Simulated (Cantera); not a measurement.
Feed: 1 mol Si, 0.64 mol H2O, 1 mol N2, at 66.8 Torr.

Method: chemical equilibrium by Gibbs-energy minimisation in Cantera with the NASA 1993 tables (ideal gas, pure condensed phases). Candidate condensed phases: H2O, Si, SiO2, Si2N2O, Si3N4; 35 gas species. N2 is the only nitrogen source here; it is nearly inert below about 1500 K, so the nitride shown seldom forms there in practice. Mutual solubility and eutectic melting of coexisting phases are not modelled. The tables hold silica as quartz up to 1696 K and as liquid above; real silica turns to tridymite and cristobalite and melts near 1996 K. Equilibrium is a limit: real reactors are often held back by kinetics, nucleation or transport.

x: gas mole fraction; n: condensed amount in mol.

| T (°C) | x H2 | x N2 | x SiO | x H | x NH3 | x H2O | n SiO2(α-quartz) | n Si2N2O(s) | n SiO2(β-quartz) | n SiO2(condensed) |
|---|---|---|---|---|---|---|---|---|---|---|
| 425 | 0.539 | 0.461 | <1e-12 | <1e-12 | 0.000230 | 2.86e-6 | 0.0933 | 0.453 | 0 | 0 |
| 575 | 0.539 | 0.461 | <1e-12 | 4.68e-11 | 4.52e-5 | 1.11e-5 | 0 | 0.453 | 0.0933 | 0 |
| 725 | 0.539 | 0.461 | <1e-12 | 5.30e-9 | 1.41e-5 | 2.75e-5 | 0 | 0.453 | 0.0933 | 0 |
| 875 | 0.539 | 0.461 | 2.95e-10 | 1.76e-7 | 5.89e-6 | 5.30e-5 | 0 | 0.453 | 0.0933 | 0 |
| 1025 | 0.539 | 0.461 | ___ | ___ | ___ | ___ | 0 | 0.453 | 0.0933 | 0 |
| 1175 | 0.539 | 0.461 | ___ | ___ | ___ | ___ | 0 | 0.453 | 0.0932 | 0 |
| 1325 | 0.538 | 0.460 | 0.000850 | 0.000131 | 1.12e-6 | 0.000174 | 0 | 0.453 | 0.0929 | 0 |
| 1475 | 0.523 | 0.455 | 0.0212 | 0.000554 | 7.42e-7 | 0.000214 | 0 | 0.445 | 0 | 0.0845 |

### Question
Fill in the missing entries.

### Answer

- 1175, x SiO: 1.71e-5
- 1175, x H: 2.27e-5
- 1175, x NH3: 1.74e-6
- 1175, x H2O: 0.000128
- 1025, x SiO: 1.36e-7
- 1025, x H: 2.64e-6
- 1025, x NH3: 2.99e-6
- 1025, x H2O: 8.69e-5
